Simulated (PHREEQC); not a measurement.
KOH is added in steps, without added water, to 1 kg of water holding 3.1 mmol/kgw K2CO3, 0.11 mmol/kgw K2SO4 and 120 mmol/kgw KH2PO4, at 20 °C. Oxygen is held at 0.21 atm. CO2 from the air is kept out. Precipitation was switched off in this run.

Base run: PHREEQC, ion-association model, wateq4f.dat. Each further column changes one thing. The table gives pH.

```tsv
KOH added (mol)	base	Davies equation for every ion	database phreeqc.dat	metal-ligand complexes left out	Debye-Hückel limiting law
0	5.54	5.54	5.54	5.57	5.36
0.02	6.22	6.23	6.22	6.25	6.00
0.05	6.68	6.70	6.68	6.72	6.40
0.07	6.95	6.98	6.95	6.99	6.63
0.1	7.52	7.56	7.52	7.55	7.14
0.12	9.84	9.92	9.74	9.81	9.15
0.14	10.93	11.05	10.78	10.88	10.07
0.17	11.42	11.59	11.26	11.37	10.44
0.19	11.66	11.85	11.50	11.62	10.62
0.22	12.02	12.22	11.87	11.98	10.99
0.24	12.26	12.44	12.16	12.23	11.53
```

H3PO4, which wateq4f.dat lacks, is added to it with the constant of phreeqc.dat.  The ionic strength passes 0.7 mol/kgw, the rough limit of the ion-association models, in part of: Debye-Hückel limiting law. phreeqc.dat and wateq4f.dat share most of their constants, so their agreement is no independent check.
